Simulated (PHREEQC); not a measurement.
## Buffer (model solution)

A solution holds 0.0245 mol/kgw NaHCO3 and 0.015 mol/kgw Na2CO3, at 68 °C. Closed to the air; pH follows from the charge balance.

The numbers come from PHREEQC with the Pitzer model, pitzer.dat.

```json
{
  "pH": "9.53",
  "ionic_strength": "0.0689 mol/kgw",
  "specific_conductance": "10300 µS/cm",
  "density": "0.982 g/cm³",
  "osmotic_coefficient": "0.897",
  "total_alkalinity": "54.5 meq/kg"
}
```

```tsv
species	molality	activity	log γ
Na+	0.0545	0.0428	-0.104
HCO3-	0.0251	0.0211	-0.076
CO3-2	0.0144	0.00515	-0.446
OH-	0.000631	0.000494	-0.107
CO2	1.22e-5	1.23e-5	0.004
```

No solid was allowed to form. At this temperature some constants are extrapolated from 25 °C, and those without enthalpy data are left unchanged.
